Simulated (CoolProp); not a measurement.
Saturation properties of acetone (Tc = 508.1 K, pc = 4.692 MPa, ω = 0.307).

Model: reference Helmholtz-energy equation of state, Lemmon 2006, in CoolProp. It is a short technical equation, of lower accuracy than the large ones.

```json
[
 {"T (K)": "341.1", "p (MPa)": "0.1496", "liquid density (kg/m³)": "734.7", "vapour density (kg/m³)": "3.279", "liquid cp (kJ/(kg K))": "2.268", "surface tension (mN/m)": "17.4"},
 {"T (K)": "345.9", "p (MPa)": "0.1736", "liquid density (kg/m³)": "728.8", "vapour density (kg/m³)": "3.778", "liquid cp (kJ/(kg K))": "2.284", "surface tension (mN/m)": "16.8"},
 {"T (K)": "350.7", "p (MPa)": "0.2005", "liquid density (kg/m³)": "722.9", "vapour density (kg/m³)": "4.334", "liquid cp (kJ/(kg K))": "2.301", "surface tension (mN/m)": "16.3"},
 {"T (K)": "355.5", "p (MPa)": "0.2306", "liquid density (kg/m³)": "716.8", "vapour density (kg/m³)": "4.954", "liquid cp (kJ/(kg K))": "2.319", "surface tension (mN/m)": "15.7"},
 {"T (K)": "360.2", "p (MPa)": "0.2633", "liquid density (kg/m³)": "710.8", "vapour density (kg/m³)": "5.627", "liquid cp (kJ/(kg K))": "2.337", "surface tension (mN/m)": "15.1"},
 {"T (K)": "365", "p (MPa)": "0.3004", "liquid density (kg/m³)": "704.6", "vapour density (kg/m³)": "6.388", "liquid cp (kJ/(kg K))": "2.356", "surface tension (mN/m)": "14.6"},
 {"T (K)": "369.8", "p (MPa)": "0.3413", "liquid density (kg/m³)": "698.3", "vapour density (kg/m³)": "7.229", "liquid cp (kJ/(kg K))": "2.375", "surface tension (mN/m)": "14.0"},
 {"T (K)": "374.6", "p (MPa)": "0.3864", "liquid density (kg/m³)": "691.9", "vapour density (kg/m³)": "8.156", "liquid cp (kJ/(kg K))": "2.396", "surface tension (mN/m)": "13.4"},
 {"T (K)": "379.4", "p (MPa)": "0.4359", "liquid density (kg/m³)": "685.4", "vapour density (kg/m³)": "9.178", "liquid cp (kJ/(kg K))": "2.417", "surface tension (mN/m)": "12.9"},
 {"T (K)": "384.1", "p (MPa)": "0.4889", "liquid density (kg/m³)": "678.9", "vapour density (kg/m³)": "10.28", "liquid cp (kJ/(kg K))": "2.439", "surface tension (mN/m)": "12.3"}
]
```

It boils at 329.2 K under 1 atm.

Surface tension comes from a separate correlation (Mulero 2012).
